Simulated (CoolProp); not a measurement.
n-heptane at 496.74 K and 0.27 MPa is compressed adiabatically to 0.921 MPa with isentropic efficiency 0.85. Each further row changes one setting.

Computed with CoolProp (reference Helmholtz-energy equation of state, Span 2003). It is a short technical equation, of lower accuracy than the large ones.

| case | work (kJ/kg) | final temperature (K) | final density (kg/m³) |
|---|---|---|---|
| as stated | 55.5 | [?] | [?] |
| efficiency 1 | 47.1 | [?] | 25.0 |
| efficiency 0.65 | 72.5 | [?] | 24.3 |

Problem. Fill in the missing entries.

Solution. 
- as stated, final temperature (K): 524.9
- as stated, final density (kg/m³): 24.8
- efficiency 1, final temperature (K): 521.8
- efficiency 0.65, final temperature (K): 531.0
